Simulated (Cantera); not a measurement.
Feed: 1 mol Cu2O, 1.6 mol C, 0.01 mol CO, at 24.8 Torr.

Cantera equilibrium calculation (NASA polynomials, part measured and part estimated; ideal gas, pure solids and liquids). Candidate condensed phases: C, Cu, CuO, Cu2O; 15 gas species. Equilibrium is a limit: real reactors are often held back by kinetics, nucleation or transport.

### Question
Which condensed phases are stable at each of these points (T (K)): 1150, 1250, 1350, 1450, 1550, 1650, 1750, 1850, 1950, 2050, 2150, 2250, 2350, 2450?

### Answer
```json
[
 {"T (K)": "1150", "condensed phases": "C(graphite) + Cu(s)", "Cu condensed (%)": "100.0"},
 {"T (K)": "1250", "condensed phases": "C(graphite) + Cu(s)", "Cu condensed (%)": "100.0"},
 {"T (K)": "1350", "condensed phases": "C(graphite) + Cu(s)", "Cu condensed (%)": "100.0"},
 {"T (K)": "1450", "condensed phases": "C(graphite) + Cu(l)", "Cu condensed (%)": "100.0"},
 {"T (K)": "1550", "condensed phases": "C(graphite) + Cu(l)", "Cu condensed (%)": "100.0"},
 {"T (K)": "1650", "condensed phases": "C(graphite) + Cu(l)", "Cu condensed (%)": "99.9"},
 {"T (K)": "1750", "condensed phases": "C(graphite) + Cu(l)", "Cu condensed (%)": "99.5"},
 {"T (K)": "1850", "condensed phases": "C(graphite) + Cu(l)", "Cu condensed (%)": "98.5"},
 {"T (K)": "1950", "condensed phases": "C(graphite) + Cu(l)", "Cu condensed (%)": "95.5"},
 {"T (K)": "2050", "condensed phases": "C(graphite) + Cu(l)", "Cu condensed (%)": "86.8"},
 {"T (K)": "2150", "condensed phases": "C(graphite) + Cu(l)", "Cu condensed (%)": "53.3"},
 {"T (K)": "2250", "condensed phases": "C(graphite)", "Cu condensed (%)": "0.0"},
 {"T (K)": "2350", "condensed phases": "C(graphite)", "Cu condensed (%)": "0.0"},
 {"T (K)": "2450", "condensed phases": "C(graphite)", "Cu condensed (%)": "0.0"}
]
```

From 1150 K to 1350 K the condensed part is C(graphite) + Cu(s). From 1450 K to 2150 K the condensed part is C(graphite) + Cu(l). From 2250 K to 2450 K the condensed part is C(graphite).
